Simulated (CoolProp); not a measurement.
Model: reference Helmholtz-energy equation of state, Wagner 2002, in CoolProp.

Task: For water, give the phase and the density (kg/m³), conductivity (mW/(m K)) at 632.4 K and 48.6 bar; 632.4 K and 78.5 bar; 632.4 K and 127 bar.

Result: 
- 632.4 K and 48.6 bar: gas; density 18.3, conductivity 57.1
- 632.4 K and 78.5 bar: gas; density 31.7, conductivity 63.0
- 632.4 K and 127 bar: gas; density 60.3, conductivity 78.6

Thermal conductivity comes from a separate model (Huber 2012).
